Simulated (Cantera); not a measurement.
A Cantera script and its output.

```python
import numpy as np
import cantera as ct

gas = ct.Solution("h2o2.yaml")
gas.TPX = 375, 101325, {'H2': 1, 'O2': 0.455, 'N2': 1.71}
flame = ct.FreeFlame(gas, width=0.04)
flame.set_refine_criteria(ratio=3, slope=0.08, curve=0.16)
flame.transport_model = "mixture-averaged"
flame.solve(loglevel=0, auto=True)
z, T = flame.grid, flame.T
thick = (T[-1] - T[0]) / np.gradient(T, z).max()
show = ['H2', 'O2', 'H2O', 'O', 'HO2', 'H2O2']
print(f"laminar burning velocity  {flame.velocity[0] * 100:.3f} cm/s")
print(f"burnt temperature         {T[-1]:.1f} K")
print(f"thermal thickness         {thick * 1e3:.4f} mm")
print(f"grid points               {len(z)}")
z0 = z[flame.heat_release_rate.argmax()]
print(f"{'z/mm':>9s}{'T/K':>9s}{'u/(m/s)':>9s}" + "".join(f"{s:>11s}" for s in show))
rows = []
for k in (-3, -2, -1.5, -1, -0.5, -0.25, 0, 0.25, 0.5, 1, 2, 4, 8):
    zz = z0 + k * thick
    rows.append([k * thick, np.interp(zz, z, T), np.interp(zz, z, flame.velocity),
                 *(np.interp(zz, z, flame.X[gas.species_index(s)]) for s in show)])
    print(f"{rows[-1][0] * 1e3:9.3f}{rows[-1][1]:9.1f}{rows[-1][2]:9.3f}" + "".join(f"{x:11.3e}" for x in rows[-1][3:]))
```

It prints:

```
laminar burning velocity  362.019 cm/s
burnt temperature         2440.6 K
thermal thickness         0.3755 mm
grid points               119
     z/mm      T/K  u/(m/s)         H2         O2        H2O          O        HO2       H2O2
   -1.126    375.0    3.620  3.160e-01  1.438e-01  8.622e-13  4.213e-14  1.185e-13  4.963e-15
   -0.751    375.0    3.620  3.160e-01  1.438e-01  9.712e-11  3.180e-12  1.578e-11  7.216e-13
   -0.563    375.0    3.620  3.159e-01  1.438e-01  2.064e-09  5.132e-11  3.787e-10  1.774e-11
   -0.375    375.0    3.620  3.158e-01  1.438e-01  9.808e-08  1.587e-09  2.200e-08  1.060e-09
   -0.188    385.0    3.693  3.110e-01  1.447e-01  1.811e-04  8.842e-07  5.870e-05  3.666e-06
   -0.094    635.5    5.902  2.745e-01  1.414e-01  1.791e-02  1.470e-04  3.515e-04  8.704e-05
    0.000   1132.8   10.141  1.806e-01  1.078e-01  9.868e-02  3.341e-03  1.130e-04  1.123e-05
    0.094   1473.8   13.027  9.038e-02  5.018e-02  2.027e-01  8.803e-03  4.484e-05  3.568e-06
    0.188   1641.2   14.415  6.135e-02  2.672e-02  2.434e-01  9.798e-03  2.165e-05  2.138e-06
    0.375   1806.3   15.720  5.541e-02  1.852e-02  2.601e-01  8.697e-03  1.274e-05  1.103e-06
    0.751   1967.2   16.938  5.398e-02  1.464e-02  2.721e-01  6.616e-03  8.390e-06  5.747e-07
    1.502   2117.0   18.031  5.064e-02  1.090e-02  2.854e-01  4.464e-03  5.249e-06  3.355e-07
    3.004   2244.3   18.928  4.594e-02  7.492e-03  2.988e-01  2.684e-03  3.137e-06  2.219e-07
```

Detailed kinetics in Cantera: the H2/O2 subset of GRI-Mech 3.0, which has no nitrogen chemistry. Burning velocities carry a grid error of a few per cent, more on coarse grids.
